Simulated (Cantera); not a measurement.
Cantera run, input and output.

```python
import numpy as np
import cantera as ct

gas = ct.Solution("gri30.yaml")
gas.TPX = 350, 130000, {'CH4': 1, 'C2H6': 0.94, 'O2': 3.53, 'N2': 13.3}
flame = ct.FreeFlame(gas, width=0.033)
flame.set_refine_criteria(ratio=3, slope=0.08, curve=0.16)
flame.transport_model = "mixture-averaged"
flame.solve(loglevel=0, auto=True)
z, T = flame.grid, flame.T
thick = (T[-1] - T[0]) / np.gradient(T, z).max()
show = ['CH4', 'C2H6', 'O2', 'HCN', 'O', 'C2H']
print(f"laminar burning velocity  {flame.velocity[0] * 100:.3f} cm/s")
print(f"burnt temperature         {T[-1]:.1f} K")
print(f"thermal thickness         {thick * 1e3:.4f} mm")
print(f"grid points               {len(z)}")
z0 = z[flame.heat_release_rate.argmax()]
print(f"{'z/mm':>9s}{'T/K':>9s}{'u/(m/s)':>9s}" + "".join(f"{s:>11s}" for s in show))
rows = []
for k in (-3, -2, -1.5, -1, -0.5, -0.25, 0, 0.25, 0.5, 1, 2, 4, 8):
    zz = z0 + k * thick
    rows.append([k * thick, np.interp(zz, z, T), np.interp(zz, z, flame.velocity),
                 *(np.interp(zz, z, flame.X[gas.species_index(s)]) for s in show)])
    print(f"{rows[-1][0] * 1e3:9.3f}{rows[-1][1]:9.1f}{rows[-1][2]:9.3f}" + "".join(f"{x:11.3e}" for x in rows[-1][3:]))
```

Output:

```
laminar burning velocity  19.149 cm/s
burnt temperature         1971.7 K
thermal thickness         0.6755 mm
grid points               139
     z/mm      T/K  u/(m/s)        CH4       C2H6         O2        HCN          O        C2H
   -2.027    350.3    0.192  5.309e-02  4.994e-02  1.875e-01  2.146e-10  1.422e-19  3.714e-32
   -1.351    353.9    0.195  5.268e-02  4.966e-02  1.862e-01  4.341e-09  4.250e-17  6.486e-29
   -1.013    371.0    0.206  5.184e-02  4.918e-02  1.837e-01  3.834e-08  2.489e-15  6.185e-26
   -0.676    486.6    0.275  4.826e-02  4.675e-02  1.724e-01  4.835e-07  1.035e-12  1.004e-20
   -0.338    955.4    0.560  3.529e-02  3.057e-02  1.234e-01  4.083e-06  1.494e-07  9.772e-12
   -0.169   1343.7    0.807  2.382e-02  1.176e-02  7.688e-02  8.766e-06  8.564e-06  8.834e-09
    0.000   1691.6    1.034  1.092e-02  8.444e-04  3.177e-02  1.671e-05  5.377e-05  4.277e-07
    0.169   1864.1    1.144  3.788e-03  3.584e-05  9.714e-03  2.750e-05  4.525e-05  1.183e-06
    0.338   1925.4    1.181  1.818e-03  6.200e-06  3.008e-03  3.471e-05  1.920e-05  1.009e-06
    0.676   1959.8    1.201  9.988e-04  9.796e-07  4.445e-04  3.866e-05  3.672e-06  5.232e-07
    1.351   1972.4    1.208  7.646e-04  2.066e-07  3.654e-05  3.829e-05  6.508e-07  2.175e-07
    2.702   1975.4    1.210  6.688e-04  7.282e-08  1.846e-06  3.625e-05  2.353e-07  1.075e-07
    5.404   1974.8    1.210  5.437e-04  3.920e-08  2.093e-07  3.280e-05  1.859e-07  6.540e-08
```

Detailed kinetics in Cantera: GRI-Mech 3.0 (53 species, 325 reactions). Burning velocities carry a grid error of a few per cent, more on coarse grids.
